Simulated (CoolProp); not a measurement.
Computed with CoolProp (reference Helmholtz-energy equation of state, Lemmon 2005). It is a short technical equation, of lower accuracy than the large ones.

Question: Give the vapour pressure (MPa), liquid density (kg/m³), vapour density (kg/m³), liquid cp (kJ/(kg K)) of saturated 1-butene at 210.4, 227.4, 261.4 K.

Answer: 
```
T (K)  p (MPa)  liquid density (kg/m³)  vapour density (kg/m³)  liquid cp (kJ/(kg K))
-----  -------  ----------------------  ----------------------  ---------------------
210.4  0.00556                     687                   0.179                   1.99
227.4   0.0159                     669                   0.478                   2.03
261.4   0.0815                     632                    2.18                   2.15
```
